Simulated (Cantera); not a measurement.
**Transport properties of process gases**

Gas mixture: N2 : H2O : N2O = 0.54 : 0.42 : 0.16 (molar parts), at 0.0410 bar, frozen composition.

Cantera's kinetic-theory transport with the Lennard-Jones parameters of GRI-Mech 3.0, ideal gas; thermal conductivity in the multicomponent form. Polar gases are described roughly by these parameters.

```json
[
 {"T (K)": "400", "ρ (kg/m³)": "0.0327", "cp (J/kg/K)": "1246", "μ (µPa s)": "19.0", "λ (mW/m/K)": "34.9", "Pr": "0.677", "D (cm²/s) C2H2": "6.79", "D (cm²/s) N2": "8.60", "D (cm²/s) NH3": "8.71"},
 {"T (K)": "500", "ρ (kg/m³)": "0.0262", "cp (J/kg/K)": "1282", "μ (µPa s)": "22.9", "λ (mW/m/K)": "43.7", "Pr": "0.673", "D (cm²/s) C2H2": "10.2", "D (cm²/s) N2": "13.0", "D (cm²/s) NH3": "13.4"},
 {"T (K)": "600", "ρ (kg/m³)": "0.0218", "cp (J/kg/K)": "1320", "μ (µPa s)": "26.6", "λ (mW/m/K)": "52.4", "Pr": "0.671", "D (cm²/s) C2H2": "14.2", "D (cm²/s) N2": "18.0", "D (cm²/s) NH3": "19.0"},
 {"T (K)": "700", "ρ (kg/m³)": "0.0187", "cp (J/kg/K)": "1359", "μ (µPa s)": "30.2", "λ (mW/m/K)": "61.2", "Pr": "0.670", "D (cm²/s) C2H2": "18.7", "D (cm²/s) N2": "23.6", "D (cm²/s) NH3": "25.4"},
 {"T (K)": "800", "ρ (kg/m³)": "0.0164", "cp (J/kg/K)": "1399", "μ (µPa s)": "33.6", "λ (mW/m/K)": "70.0", "Pr": "0.670", "D (cm²/s) C2H2": "23.6", "D (cm²/s) N2": "29.9", "D (cm²/s) NH3": "32.5"},
 {"T (K)": "900", "ρ (kg/m³)": "0.0145", "cp (J/kg/K)": "1439", "μ (µPa s)": "36.8", "λ (mW/m/K)": "78.9", "Pr": "0.671", "D (cm²/s) C2H2": "28.9", "D (cm²/s) N2": "36.7", "D (cm²/s) NH3": "40.2"},
 {"T (K)": "1000", "ρ (kg/m³)": "0.0131", "cp (J/kg/K)": "1475", "μ (µPa s)": "39.9", "λ (mW/m/K)": "87.7", "Pr": "0.671", "D (cm²/s) C2H2": "34.7", "D (cm²/s) N2": "43.9", "D (cm²/s) NH3": "48.7"}
]
```
D: mixture-averaged diffusion coefficient of that species in the mixture.
